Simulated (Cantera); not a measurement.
# Ignition delay

Mixture: C₃H₈ : O₂ : N₂ : H₂O = 1 : 6.49 : 31.2 : 3.4 (molar parts), equivalence ratio 0.77, at 1.30 bar, adiabatic and at constant volume. Ignition delay is the time to a rise of 400 K.

Cantera simulation using GRI-Mech 3.0 (53 species, 325 reactions); the numbers are that mechanism's predictions, not measurements. GRI-Mech 3.0 was tuned for natural gas; its chemistry of propane as a main component is partial and can be far from experiment.

```
T0 (K)  delay (ms)
------  ----------
1200          6.39
1250          2.42
1300          1.00
1350         0.454
1400         0.226
1450         0.122
```

The apparent activation energy between 1350 and 1450 K is 210 kJ/mol.
